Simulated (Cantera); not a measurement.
A freely propagating, adiabatic, planar premixed flame of 44.4 % H2, 11.7 % O2, 43.9 % N2, equivalence ratio 1.9, unburnt at 325 K and 248 Torr; multicomponent transport, grid criteria slope 0.08 and curve 0.16, no radiation.

Model: the H2/O2 subset of GRI-Mech 3.0, which has no nitrogen chemistry, integrated in Cantera. Burning velocities carry a grid error of a few per cent, more on coarse grids.

x: mole fraction of selected species; z is measured from the peak of heat release.

```csv
z (mm),T (K),u (m/s),x H2,x O2,x H2O2,x OH,x O,x H
-4.52,325,3.04,0.444,0.117,<1e-8,<1e-8,<1e-8,<1e-8
-3.01,325,3.04,0.444,0.117,<1e-8,<1e-8,<1e-8,<1e-8
-2.26,325,3.04,0.444,0.117,<1e-8,<1e-8,<1e-8,<1e-8
-1.51,325,3.04,0.444,0.117,<1e-8,<1e-8,<1e-8,<1e-8
-0.753,338,3.15,0.442,0.117,6.53e-6,1.55e-5,[?],1.12e-5
-0.377,627,5.72,0.411,0.109,4.78e-5,0.000745,[?],0.00717
0,1051,9.29,0.311,0.0752,9.32e-7,0.00130,[?],0.0479
0.377,1325,11.6,0.209,0.0196,4.61e-7,0.00287,[?],0.0884
0.753,1439,12.5,0.185,0.00334,3.05e-7,0.00312,[?],0.0936
1.51,1544,13.3,0.189,0.000862,2.42e-7,0.00356,[?],0.0829
3.01,1658,14.2,0.198,0.000612,1.66e-7,0.00390,[?],0.0675
6.03,1771,15.0,0.208,0.000406,9.46e-8,0.00386,[?],0.0517
12.1,1874,15.8,0.216,0.000230,4.84e-8,0.00340,[?],0.0371
```

Q: Fill in the missing entries.

A: 
- -0.753, x O: 1.42e-6
- -0.377, x O: 0.000160
- 0, x O: 0.00249
- 0.377, x O: 0.00345
- 0.753, x O: 0.00183
- 1.51, x O: 0.00134
- 3.01, x O: 0.00108
- 6.03, x O: 0.000752
- 12.1, x O: 0.000442
